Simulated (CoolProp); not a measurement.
Computed with CoolProp (reference Helmholtz-energy equation of state, Beckmüller 2019).

Question: For n-octane, give the phase and the cp (kJ/(kg K)), speed of sound (m/s), expansivity (1/kK), viscosity (µPa s) at 293.5 K and 0.476 bar; 492.4 K and 2.51 bar; 428.6 K and 1.64 bar.

Answer: 
- 293.5 K and 0.476 bar: liquid; cp 2.21, speed of sound 1190, expansivity 1.15, viscosity 541
- 492.4 K and 2.51 bar: gas; cp 2.53, speed of sound 180, expansivity 2.57, viscosity 9.31
- 428.6 K and 1.64 bar: gas; cp 2.28, speed of sound 168, expansivity 3.05, viscosity 8.09

Viscosity comes from a separate model (Huber 2004).
